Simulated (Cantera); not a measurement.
A perfectly stirred reactor is fed with CH₄ : N₂ = 1 : 1.1 (molar parts), at 1.01 bar; it is held at 1725 K, and followed from long to short residence time.

Detailed kinetics in Cantera: GRI-Mech 3.0 (53 species, 325 reactions). GRI-Mech 3.0 stops at C3 and has no aromatics, soot or wall deposition, so with more carbon than oxygen in the feed, carbon stays in small species such as C2H2 where larger ones or solid carbon would form.

Predict: x(CH₄) at τ = 1.50 s; x(CH₃) at τ = 1.50 s; x(C₂H) at τ = 1.50 s; x(C₂H₆) at τ = 1.50 s; x(H) at τ = 1.50 s; x(CH₄) at τ = 53.0 ms; x(CH₃) at τ = 53.0 ms; x(C₂H) at τ = 53.0 ms; x(C₂H₆) at τ = 53.0 ms; x(H) at τ = 53.0 ms.


```json
{
 "x(CH₄) at τ = 1.50 s": "0.0255",
 "x(CH₃) at τ = 1.50 s": "0.000136",
 "x(C₂H) at τ = 1.50 s": "2.49e-7",
 "x(C₂H₆) at τ = 1.50 s": "6.78e-6",
 "x(H) at τ = 1.50 s": "0.000120",
 "x(CH₄) at τ = 53.0 ms": "0.118",
 "x(CH₃) at τ = 53.0 ms": "0.000571",
 "x(C₂H) at τ = 53.0 ms": "1.79e-7",
 "x(C₂H₆) at τ = 53.0 ms": "0.000113",
 "x(H) at τ = 53.0 ms": "8.70e-5"
}
```
